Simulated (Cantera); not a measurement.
Cantera with NASA thermochemical tables; ideal gases at 1 bar, condensed phases pure. Values are per mole of reaction as written; species without (g) are pure solids or liquids, kept so even where they would boil at 1 bar.

Problem. Between 300 and 2500 K, where is each reaction favourable under standard conditions?
- C + 2 H₂O₂(g) + 6 TaO₂(g) = 3 Ta₂O₅ + CH₃OH(g)

Solution. 
- C + 2 H₂O₂(g) + 6 TaO₂(g) = 3 Ta₂O₅ + CH₃OH(g): ΔG° is -4415 kJ at 300 K and -1638 kJ at 2500 K; it stays negative (K > 1). ΔH° is -4084 kJ and ΔS° -979 J/K at 2500 K.
